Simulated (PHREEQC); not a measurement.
## Arsenic or selenium liquor: speciation

Solution (44 °C): 0.00098 mol H3AsO4, 0.00032 mol H3PO4 and 0.0008 mol CaCl2 per kg of water. Closed to the air; pH follows from the charge balance.

All values are PHREEQC results (ion-association model, wateq4f.dat), not measurements.

Each row changes one thing in this solution. No solid was allowed to form.

```
case                                                pH  ionic strength (mol/kgw)  H2AsO4- (mol/kgw)  H2PO4- (mol/kgw)  H3AsO4 (mol/kgw)  H3PO4 (mol/kgw)  SI of Portlandite (Ca(OH)2)  SI of Hydroxyapatite (Ca5(PO4)3OH)
------------------------------------------------  ----  ------------------------  -----------------  ----------------  ----------------  ---------------  ---------------------------  ----------------------------------
as made                                           3.00                   0.00346           0.000801          0.000268          0.000179          4.62e-5                       -18.66                              -22.38
diluted 100-fold with water                       4.89                   3.71e-5                ___               ___           2.95e-8          7.43e-9                       -16.77                              -24.32
CaCl2 replaced by Ca(NO3)2 at the same molality   3.00                   0.00346           0.000801          0.000268          0.000179          4.62e-5                       -18.66                              -22.38
0.0018 mol/kgw (NH4)2SO4 added                    3.06                   0.00805           0.000825          0.000275          0.000155          4.00e-5                          ___                                 ___
CaCl2 from 0.0008 to 0.00016 mol/kgw              2.99                   0.00154           0.000796          0.000271          0.000184          4.82e-5                       -19.34                              -25.70
H3AsO4 replaced by Na2HAsO4 at the same molality  7.02                   0.00484           0.000494          0.000144           1.04e-8              ___                       -10.66                               +4.76
```

Q: Some entries are withheld; supply them.

A: 
- diluted 100-fold with water, H2AsO4- (mol/kgw): 9.71e-6
- diluted 100-fold with water, H2PO4- (mol/kgw): 3.17e-6
- 0.0018 mol/kgw (NH4)2SO4 added, SI of Portlandite (Ca(OH)2): -18.65
- 0.0018 mol/kgw (NH4)2SO4 added, SI of Hydroxyapatite (Ca5(PO4)3OH): -22.53
- H3AsO4 replaced by Na2HAsO4 at the same molality, H3PO4 (mol/kgw): 2.34e-9

Some of these states are supersaturated (in Hydroxyapatite, for instance). H3PO4, which wateq4f.dat lacks, is added to it with the constant of phreeqc.dat. Constants without temperature data keep their 25 °C values here. The database has no arsenate complexes of Ca.
